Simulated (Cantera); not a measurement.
A closed system holds: 1 mol Pb, 0.11 mol N2, at 625 K and 0.450 bar.

Equilibrium computed with Cantera from the NASA thermochemical tables; the gas is ideal and each condensed phase is pure. Candidate condensed phases: Pb; 4 gas species. Equilibrium is a limit: real reactors are often held back by kinetics, nucleation or transport.

Base state: N2 1.00 (mole fractions); condensed: Pb(l).

Q: What changes in the equilibrium state with this change: Pb replaced by Hg?

A: 
```json
[
 {"species": "Hg", "before": "0", "after": "0.901"},
 {"species": "N2", "before": "1.00", "after": "0.0991"},
 {"species": "Pb(l), mol", "before": "1.00", "after": "0"}
]
```
Further candidate phases: Hg.
